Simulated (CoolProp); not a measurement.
Vapour-liquid equilibrium of R113 (1) + benzene (2) at 289.8 K; x and y are mole fractions of (1).

Model: multi-fluid Helmholtz-energy mixture model, Marx 1992 and Thol 2012; pair parameters Bell 2016, in CoolProp.

```
x     bubble pressure (kPa)  y at the bubble point  dew pressure at overall composition x (kPa)  liquid density (mol/L)
----  ---------------------  ---------------------  -------------------------------------------  ----------------------
0.05                  11.40                  0.287                                        8.913                   11.11
0.2                   17.31                  0.589                                        10.35                     ___
0.35                    ___                  0.704                                        12.30                     ___
0.5                   23.85                  0.778                                        15.09                   9.677
0.65                  26.32                  0.842                                        19.17                   9.273
0.8                     ___                    ___                                        24.70                   8.900
0.95                  31.11                  0.975                                        30.27                   8.556
```

Q: What belongs in the gaps?

A: 
- 0.2, liquid density (mol/L): 10.59
- 0.35, bubble pressure (kPa): 21.03
- 0.35, liquid density (mol/L): 10.12
- 0.8, bubble pressure (kPa): 28.72
- 0.8, y at the bubble point: 0.906

No azeotrope shows between x = 0.05 and 0.95.

The pair parameters rest on a limited set of measurements; away from them the model extrapolates.
